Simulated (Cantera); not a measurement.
A diamond (100) surface in a fixed gas of H2 with x(CH4) = 0.0071, x(H) = 0.00032, x(CH3) = 0.00046, 38.3 Torr; coverages are run to steady state.

Computed with Cantera and the Harris–Goodwin 1993 mechanism for the reconstructed diamond (100) surface.

θ: site fractions in the mechanism's names (c6HH fully hydrogenated, c6H* and c6*H radical sites, c6** diradical, c6HM methylated).

```
T (K)  growth (µm/h)  θ c6HH   θ c6H*  θ c6*H   θ c6**    θ c6HM
-----  -------------  ------  -------  ------  -------  --------
950             3.74   0.337  0.00703   0.167  0.00221     0.373
1025            4.04   0.425   0.0141   0.269  0.00483     0.203
1100            2.25   0.499   0.0239   0.379  0.00847    0.0563
1175            1.18   0.507   0.0317   0.427   0.0111    0.0107
1250               ?   0.503        ?   0.437   0.0125         ?
1325           0.612   0.510   0.0420   0.430   0.0132  0.000395
1400               ?   0.527   0.0452   0.413   0.0131         ?
```

Complete the blanks.


- 1250, growth (µm/h): 0.897
- 1250, θ c6H*: 0.0375
- 1250, θ c6HM: 0.00200
- 1400, growth (µm/h): 0.233
- 1400, θ c6HM: 8.76e-5
